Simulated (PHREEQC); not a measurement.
A made-up water analysis in mg/kgw, 25 °C, pH 7.82:

```csv
constituent,mg/kgw
Na,2280
K,72.3
Ca,10.6
Mg,134
Cl,3210
S(6) as SO4,988
Alkalinity as HCO3,16
Li,0.273
```

Valence states are taken as typed.

Model: Pitzer model, pitzer.dat, run in PHREEQC.

Q: The ionic strength comes out as 0.128 mol/kgw. What activity coefficients do Na+, Mg+2, Cl-, HCO3-, K+ get?

A: Na+ 0.77, Mg+2 0.32, Cl- 0.75, HCO3- 0.84, K+ 0.76. Single-ion values are on the MacInnes scale.

This is a speciation only: nothing precipitates in the calculation.
